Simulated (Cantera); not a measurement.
What does this Cantera script print?

```python
import numpy as np
import cantera as ct

gas = ct.Solution("gri30.yaml")


def delay(T, t_max=10):
    gas.TPX = T, 43000, {'CH4': 1, 'O2': 2.11, 'N2': 9.26}
    reactor = ct.IdealGasConstPressureReactor(gas, clone=False)
    net = ct.ReactorNet([reactor])
    net.rtol, net.atol = 1e-8, 1e-16
    while net.time < t_max:
        t_old, T_old = net.time, reactor.T
        net.step()
        if reactor.T > T + 400:  # ignition: a rise of 400 K
            return t_old + (T + 400 - T_old) / (reactor.T - T_old) * (net.time - t_old)
    return np.nan


taus = []
for T in [1100, 1200, 1300, 1400, 1500, 1600, 1700]:
    taus.append(delay(T))
    print(f"T0 = {T:6g} K   tau = {taus[-1]:.4e} s")
```

Output:

```
T0 =   1100 K   tau = 4.9500e-01 s
T0 =   1200 K   tau = 1.0212e-01 s
T0 =   1300 K   tau = 2.4898e-02 s
T0 =   1400 K   tau = 7.1710e-03 s
T0 =   1500 K   tau = 2.4864e-03 s
T0 =   1600 K   tau = 1.0341e-03 s
T0 =   1700 K   tau = 4.9631e-04 s
```

Detailed kinetics in Cantera: GRI-Mech 3.0 (53 species, 325 reactions).
